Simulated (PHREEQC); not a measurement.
A solution holds 0.0017 mol/kgw H3PO4 and 0.12 mol/kgw H2SO4, at 25 °C. Closed to the air; pH follows from the charge balance.

Model: ion-association model, phreeqc.dat, run in PHREEQC.

| quantity | before | after |
|---|---|---|
| pH | 0.94 | 1.05 |
| ionic strength (mol/kgw) | 0.163 | 0.172 |
| HSO4- (mol/kgw) | 0.0987 | 0.0866 |
| SO4-2 (mol/kgw) | 0.0214 | 0.0246 |

Q: Which change was made?
(A) temperature from 25 to 5 °C
(B) H3PO4 left out
(C) diluted 100-fold with water
(D) 0.02 mol/kgw Ca(OH)2 added
(E) temperature from 25 to 60 °C

A: D, 0.02 mol/kgw Ca(OH)2 added

No solid was allowed to form.
